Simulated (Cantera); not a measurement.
Input: 1 mol Si, 0.83 mol HCl, 15 mol H2, at 998.15 K.

Method: chemical equilibrium by Gibbs-energy minimisation in Cantera with the NASA 1993 tables (ideal gas, pure condensed phases). Candidate condensed phases: Si; 19 gas species. The tables' values for SiCl3 are old estimates; treat these amounts as uncertain. The numbers say what is thermodynamically allowed, not how fast it happens.

Problem. At 75.0 Torr, list the 4 most abundant gas species with their mole fractions, and the condensed phases.

Solution. H2 0.977, HCl 0.0107, SiCl4 0.00689, SiHCl3 0.00436. Condensed: Si(s).
